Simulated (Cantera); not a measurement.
An adiabatic, constant-volume homogeneous reactor starts with 5.42 % CH4, 0.488 % H2, 18.8 % O2, 70.5 % N2, 4.82 % H2O, equivalence ratio 0.59, at 1750 K and 1.00 bar.

Detailed kinetics in Cantera: GRI-Mech 3.0 (53 species, 325 reactions).

### Question
Predict: time of steepest temperature rise; temperature at 0.400 s; equilibrium temperature; x(H2) at 0.400 s; x(O2) at 0.400 s; x(H2O2) at 0.400 s; x(H) at 0.400 s.

### Answer
| Item | Result |
|---|---|
| time of steepest temperature rise | 0.116 ms |
| temperature at 0.400 s | 2722 K |
| equilibrium temperature | 2722 K |
| x(H2) at 0.400 s | 0.00677 (gas-phase equilibrium 0.00677) |
| x(O2) at 0.400 s | 0.0683 (gas-phase equilibrium 0.0683) |
| x(H2O2) at 0.400 s | 4.99e-7 (gas-phase equilibrium 4.99e-7) |
| x(H) at 0.400 s | 0.00407 (gas-phase equilibrium 0.00407) |
